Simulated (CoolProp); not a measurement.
Acetone along the isotherm 543.7 K: Z from the reference equation and from simpler models built on Tc = 508.1 K, pc = 4.692 MPa, ω = 0.307; each cubic takes its own stable root.

Values from CoolProp's reference Helmholtz-energy equation of state, Lemmon 2006. It is a short technical equation, of lower accuracy than the large ones.

```csv
p (MPa),phase,reference,van der Waals,Peng-Robinson
0.148,gas,0.9901,0.9920,0.9904
0.305,gas,0.9796,0.9834,0.9801
0.626,gas,0.9578,0.9655,0.9588
1.28,gas,0.9123,0.9272,0.9143
2.64,gas,0.8116,0.8377,0.8160
5.42,supercritical,0.5610,0.5535,0.5751
11.1,supercritical,0.3319,0.4975,0.4126
22.9,supercritical,0.5578,0.8630,0.6424
46.9,supercritical,0.9995,1.568,1.106
```
